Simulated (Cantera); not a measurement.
Charge: 1 mol CH3Cl, 0.076 mol H2, 0.37 mol CH4, held at 3248.15 K.

These are equilibrium values from Cantera (NASA tables, ideal gas, pure condensed phases), not measurements of a reactor. Candidate condensed phases: C, C6H6, C7H8, C8H18; 91 gas species. Rates play no part.

Q: At 13.0 Pa, list the 4 most abundant gas species with their mole fractions, and the condensed phases.

A: H 0.670, C 0.173, Cl 0.145, C2 0.00740. Condensed: gas only.
